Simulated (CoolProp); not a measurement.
The numbers come from the reference Helmholtz-energy equation of state, Thol 2021 in CoolProp.

**Question.** For chlorine, give the phase and the Z, cp (kJ/(kg K)), cv (kJ/(kg K)), expansivity (1/kK) at 376.6 K and 3.75 MPa; 376.6 K and 15 MPa.

**Answer.** 
- 376.6 K and 3.75 MPa: gas; Z 0.711, cp 1.02, cv 0.496, expansivity 8.48
- 376.6 K and 15 MPa: liquid; Z 0.286, cp 1.06, cv 0.477, expansivity 3.06
